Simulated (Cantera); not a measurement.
Cantera run, input and output.

```python
import numpy as np
import cantera as ct

gas = ct.Solution("gri30.yaml")
gas.TPX = 1200, 1000000, {'CH4': 1, 'O2': 2.5, 'N2': 9.4}
reactor = ct.IdealGasConstPressureReactor(gas, energy="on", clone=False)
net = ct.ReactorNet([reactor])
net.rtol, net.atol = 1e-08, 1e-16
show = ['CH4', 'O2', 'CH2O', 'H2O', 'NO', 'O']
times = np.geomspace(5e-06, 6, 14)

steps = ct.SolutionArray(gas, extra=["t"])
rows = []
print(f"{'t/s':>10s}{'T/K':>9s}{'P/Pa':>11s}" + "".join(f"{s:>11s}" for s in show))
for t in times:
    while net.time < t:
        t_next = net.step()
        steps.append(gas.state, t=t_next)
    rows.append([np.interp(t, steps.t, y) for y in (steps.T, steps.P, *steps(*show).X.T)])
    print(f"{t:10.3e}{rows[-1][0]:9.1f}{rows[-1][1]:11.4g}" + "".join(f"{x:11.3e}" for x in rows[-1][2:]))
rate = np.gradient(steps.T, steps.t)
print("integrator steps:", len(steps.t))
if steps.T.max() > steps.T[0] + 200:
    print(f"time of steepest temperature rise: {steps.t[rate.argmax()]:.4e} s")
gas.TPX = 1200, 1000000, {'CH4': 1, 'O2': 2.5, 'N2': 9.4}
gas.equilibrate("HP")
print(f"equilibrium (HP): T = {gas.T:.1f} K  " + "  ".join(f"{s} {gas[s].X[0]:.3e}" for s in show))
```

Output:

```
       t/s      T/K       P/Pa        CH4         O2       CH2O        H2O         NO          O
 5.000e-06   1200.0      1e+06  7.752e-02  1.938e-01  9.690e-10  1.136e-09  7.302e-21  1.010e-11
 1.468e-05   1200.0      1e+06  7.752e-02  1.938e-01  8.747e-09  1.063e-08  6.068e-20  3.006e-11
 4.308e-05   1200.0      1e+06  7.752e-02  1.938e-01  8.714e-08  1.161e-07  5.808e-19  1.051e-10
 1.264e-04   1200.0      1e+06  7.752e-02  1.938e-01  1.118e-06  1.544e-06  7.454e-18  4.933e-10
 3.711e-04   1200.1      1e+06  7.749e-02  1.938e-01  1.459e-05  1.936e-05  1.186e-16  1.737e-09
 1.089e-03   1200.8      1e+06  7.735e-02  1.937e-01  9.160e-05  1.326e-04  1.031e-15  3.165e-09
 3.197e-03   1211.4      1e+06  7.555e-02  1.923e-01  8.058e-04  1.747e-03  3.807e-14  2.284e-08
 9.384e-03   2614.2      1e+06  1.405e-16  3.532e-02  7.718e-11  1.464e-01  1.076e-02  1.484e-03
 2.754e-02   2614.0      1e+06  1.405e-16  3.525e-02  7.716e-11  1.464e-01  1.092e-02  1.481e-03
 8.084e-02   2614.0      1e+06  1.405e-16  3.525e-02  7.716e-11  1.464e-01  1.092e-02  1.481e-03
 2.373e-01   2614.0      1e+06  1.405e-16  3.525e-02  7.716e-11  1.464e-01  1.092e-02  1.481e-03
 6.965e-01   2614.0      1e+06  1.405e-16  3.525e-02  7.716e-11  1.464e-01  1.092e-02  1.481e-03
 2.044e+00   2614.0      1e+06  1.405e-16  3.525e-02  7.716e-11  1.464e-01  1.092e-02  1.481e-03
 6.000e+00   2614.0      1e+06  1.405e-16  3.525e-02  7.716e-11  1.464e-01  1.092e-02  1.481e-03
integrator steps: 2266
time of steepest temperature rise: 4.2823e-03 s
equilibrium (HP): T = 2614.0 K  CH4 1.899e-16  O2 3.525e-02  CH2O 7.716e-11  H2O 1.464e-01  NO 1.092e-02  O 1.481e-03
```

Cantera simulation using GRI-Mech 3.0 (53 species, 325 reactions); the numbers are that mechanism's predictions, not measurements.
